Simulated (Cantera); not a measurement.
What does this Cantera script print?

```python
import numpy as np
import cantera as ct

gas = ct.Solution("gri30.yaml")
gas.TPX = 1623, 60000, {'NO': 1, 'N2': 0.58}
reactor = ct.IdealGasConstPressureReactor(gas, energy="off", clone=False)
net = ct.ReactorNet([reactor])
net.rtol, net.atol = 1e-08, 1e-18
show = ['NO', 'N2O', 'O', 'NO2', 'O2', 'N2']
times = np.geomspace(0.0007, 8, 9)

steps = ct.SolutionArray(gas, extra=["t"])
rows = []
print(f"{'t/s':>10s}{'T/K':>9s}{'P/Pa':>11s}" + "".join(f"{s:>11s}" for s in show))
for t in times:
    while net.time < t:
        t_next = net.step()
        steps.append(gas.state, t=t_next)
    rows.append([np.interp(t, steps.t, y) for y in (steps.T, steps.P, *steps(*show).X.T)])
    print(f"{t:10.3e}{rows[-1][0]:9.1f}{rows[-1][1]:11.4g}" + "".join(f"{x:11.3e}" for x in rows[-1][2:]))
rate = np.gradient(steps.T, steps.t)
print("integrator steps:", len(steps.t))
if steps.T.max() > steps.T[0] + 200:
    print(f"time of steepest temperature rise: {steps.t[rate.argmax()]:.4e} s")
gas.TPX = 1623, 60000, {'NO': 1, 'N2': 0.58}
gas.equilibrate("TP")
print(f"equilibrium (TP): T = {gas.T:.1f} K  " + "  ".join(f"{s} {gas[s].X[0]:.3e}" for s in show))
```

Result:

```
       t/s      T/K       P/Pa         NO        N2O          O        NO2         O2         N2
 7.000e-04   1623.0      6e+04  6.329e-01  6.553e-06  2.907e-07  6.540e-06  2.236e-08  3.671e-01
 2.251e-03   1623.0      6e+04  6.329e-01  2.005e-05  4.059e-07  2.233e-05  2.064e-07  3.671e-01
 7.238e-03   1623.0      6e+04  6.327e-01  5.524e-05  7.711e-07  7.647e-05  3.265e-06  3.671e-01
 2.327e-02   1623.0      6e+04  6.324e-01  1.144e-04  1.553e-06  2.083e-04  6.179e-05  3.673e-01
 7.483e-02   1623.0      6e+04  6.313e-01  1.444e-04  1.954e-06  2.793e-04  5.077e-04  3.677e-01
 2.406e-01   1623.0      6e+04  6.281e-01  1.438e-04  2.200e-06  3.182e-04  2.076e-03  3.693e-01
 7.737e-01   1623.0      6e+04  6.180e-01  1.388e-04  2.821e-06  4.131e-04  7.041e-03  3.744e-01
 2.488e+00   1623.0      6e+04  5.876e-01  1.247e-04  4.154e-06  5.975e-04  2.211e-02  3.896e-01
 8.000e+00   1623.0      6e+04  5.065e-01  9.162e-05  6.465e-06  8.219e-04  6.250e-02  4.301e-01
integrator steps: 768
equilibrium (TP): T = 1623.0 K  NO 2.444e-03  N2O 1.046e-07  O 1.387e-05  NO2 8.765e-06  O2 3.152e-01  N2 6.823e-01
```

Model: GRI-Mech 3.0 (53 species, 325 reactions), integrated in Cantera.
